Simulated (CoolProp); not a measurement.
Properties of dimethyl carbonate along the isotherm 326.85 °C (Tc = 283.9 °C, pc = 49.09 bar, ω = 0.346).

Computed with CoolProp (reference Helmholtz-energy equation of state, Zhou 2011).

```
p (bar)          phase           Z  speed of sound (m/s)  Joule-Thomson coefficient (K/MPa)
-------  -------------  ----------  --------------------  ---------------------------------
0.233              gas      0.9987                 241.1                              5.441
0.351              gas      0.9981                 241.0                              5.445
0.53               gas      0.9971                 240.8                              5.452
0.799              gas      0.9956            (withheld)                              5.462
1.21               gas      0.9933                 240.0                              5.478
1.82               gas      0.9899                 239.2                              5.502
2.74               gas      0.9848                 238.1                         (withheld)
4.14               gas      0.9770            (withheld)                              5.597
6.25               gas      0.9650                 233.9                              5.687
9.42               gas      0.9468                 230.0                              5.831
14.2               gas      0.9186                 223.9                              6.071
21.4               gas      0.8742                 214.2                              6.488
32.4               gas      0.8006                 198.2                              7.282
48.8               gas      0.6731                 172.1                              8.767
73.6     supercritical  (withheld)                 149.5                         (withheld)
```

**Question.** Fill in the missing entries.

**Answer.** 
- 0.799, speed of sound (m/s): 240.5
- 2.74, Joule-Thomson coefficient (K/MPa): 5.539
- 4.14, speed of sound (m/s): 236.5
- 73.6, Z: 0.4496
- 73.6, Joule-Thomson coefficient (K/MPa): 8.157
